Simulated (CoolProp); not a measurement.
Properties of ethylbenzene along the isotherm 346.85 °C (Tc = 344.0 °C, pc = 3622 kPa, ω = 0.304).

Model: reference Helmholtz-energy equation of state, Zhou 2012, in CoolProp.

```tsv
p (kPa)	phase	density (kg/m³)	cp (kJ/(kg K))	cv (kJ/(kg K))	expansivity (1/kK)	conductivity (mW/(m K))
1010	gas	23.23	2.358	2.229	2.323	44.8
2010	gas	53.61	___	2.271	___	46.4
3020	gas	103.4	3.070	2.344	9.165	50.3
4020	supercritical	405.4	___	2.393	24.65	73.6
5030	supercritical	464.5	___	2.346	7.841	74.9
6040	supercritical	490.0	3.206	___	5.328	76.7
7040	supercritical	507.2	3.069	2.321	4.235	78.2
8050	supercritical	520.6	___	2.315	3.594	79.5
9060	supercritical	531.7	2.929	2.310	3.167	80.6
```

### Question
Some entries are withheld; supply them.

### Answer

- 2010, cp (kJ/(kg K)): 2.518
- 2010, expansivity (1/kK): 3.805
- 4020, cp (kJ/(kg K)): 5.334
- 5030, cp (kJ/(kg K)): 3.507
- 6040, cv (kJ/(kg K)): 2.330
- 8050, cp (kJ/(kg K)): 2.986

The peak of cp marks the crossing from liquid-like to gas-like fluid above the critical point.

Thermal conductivity comes from a separate model (Mylona 2014).
